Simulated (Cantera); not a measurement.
What does this Cantera script print?

```python
import numpy as np
import cantera as ct

gas = ct.Solution("gri30.yaml")
gas.TPX = 1050, 1900, {'N2O': 1}
reactor = ct.IdealGasConstPressureReactor(gas, energy="off", clone=False)
net = ct.ReactorNet([reactor])
net.rtol, net.atol = 1e-08, 1e-18
show = ['N2O', 'NO', 'O', 'N2', 'O2']
times = np.geomspace(0.0003, 100, 15)

steps = ct.SolutionArray(gas, extra=["t"])
rows = []
print(f"{'t/s':>10s}{'T/K':>9s}{'P/Pa':>11s}" + "".join(f"{s:>11s}" for s in show))
for t in times:
    while net.time < t:
        t_next = net.step()
        steps.append(gas.state, t=t_next)
    rows.append([np.interp(t, steps.t, y) for y in (steps.T, steps.P, *steps(*show).X.T)])
    print(f"{t:10.3e}{rows[-1][0]:9.1f}{rows[-1][1]:11.4g}" + "".join(f"{x:11.3e}" for x in rows[-1][2:]))
rate = np.gradient(steps.T, steps.t)
print("integrator steps:", len(steps.t))
if steps.T.max() > steps.T[0] + 200:
    print(f"time of steepest temperature rise: {steps.t[rate.argmax()]:.4e} s")
gas.TPX = 1050, 1900, {'N2O': 1}
gas.equilibrate("TP")
print(f"equilibrium (TP): T = {gas.T:.1f} K  " + "  ".join(f"{s} {gas[s].X[0]:.3e}" for s in show))
```

Result:

```
       t/s      T/K       P/Pa        N2O         NO          O         N2         O2
 3.000e-04   1050.0       1900  1.000e+00  1.634e-09  5.211e-08  8.212e-08  1.460e-08
 7.441e-04   1050.0       1900  1.000e+00  7.997e-09  9.202e-08  2.389e-07  7.146e-08
 1.845e-03   1050.0       1900  1.000e+00  3.131e-08  1.200e-07  6.951e-07  2.797e-07
 4.577e-03   1050.0       1900  1.000e+00  9.600e-08  1.244e-07  1.888e-06  8.579e-07
 1.135e-02   1050.0       1900  1.000e+00  2.576e-07  1.244e-07  4.857e-06  2.302e-06
 2.816e-02   1050.0       1900  1.000e+00  6.585e-07  1.244e-07  1.222e-05  5.884e-06
 6.983e-02   1050.0       1900  1.000e+00  1.653e-06  1.244e-07  3.049e-05  1.477e-05
 1.732e-01   1050.0       1900  9.999e-01  4.118e-06  1.244e-07  7.578e-05  3.680e-05
 4.296e-01   1050.0       1900  9.997e-01  1.023e-05  1.244e-07  1.881e-04  9.143e-05
 1.065e+00   1050.0       1900  9.993e-01  2.539e-05  1.244e-07  4.666e-04  2.269e-04
 2.643e+00   1050.0       1900  9.982e-01  6.295e-05  1.244e-07  1.157e-03  5.625e-04
 6.554e+00   1050.0       1900  9.956e-01  1.559e-04  1.244e-07  2.864e-03  1.393e-03
 1.626e+01   1050.0       1900  9.891e-01  3.849e-04  1.244e-07  7.072e-03  3.440e-03
 4.032e+01   1050.0       1900  9.733e-01  9.443e-04  1.244e-07  1.735e-02  8.440e-03
 1.000e+02   1050.0       1900  9.354e-01  2.281e-03  1.243e-07  4.192e-02  2.039e-02
integrator steps: 558
equilibrium (TP): T = 1050.0 K  N2O 6.113e-10  NO 6.154e-05  O 2.819e-09  N2 6.666e-01  O2 3.333e-01
```

Computed with Cantera and GRI-Mech 3.0 (53 species, 325 reactions). GRI-Mech 3.0 was tuned for natural gas; its chemistry of N2O as a main component is partial and can be far from experiment. Radical loss at walls, strong at low pressure, is not modelled. The mechanism lacks the step 2 NO + O2 → 2 NO2, which can matter for NO2 below about 1400 K. The temperature is held fixed by assumption; the heat of reaction is taken as removed at once.
